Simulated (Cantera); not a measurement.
A closed system holds: 1 mol C3H8, 0.44 mol H2, 5.8 mol N2, at 10.0 Torr.

Equilibrium computed with Cantera from the NASA thermochemical tables; the gas is ideal and each condensed phase is pure. Candidate condensed phases: C, C6H6, C7H8, C8H18; 92 gas species. Equilibrium is a limit: real reactors are often held back by kinetics, nucleation or transport. All values below are at 2425 °C.

Base state: N2 0.475, H 0.237, H2 0.235, HCN 0.0374, C2H2 (acetylene) 0.00551, HNC 0.00541, CN 0.00282, C3 0.000643 (mole fractions); condensed: C(graphite).

Task: What changes in the equilibrium state with this change: C3H8 replaced by C2H5OH?

Result: 
```tsv
species	before	after
N2	0.475	0.487
H	0.237	0.205
H2	0.235	0.175
CO	0	0.0874
HCN	0.0374	0.0327
C4H2	5.36e-5	3.99e-5
C2H2 (acetylene)	0.00551	0.00410
C2H	0.000587	0.000506
HNC	0.00541	0.00473
C(graphite), mol	2.29	0.403
```
Further candidate phases: H2O.
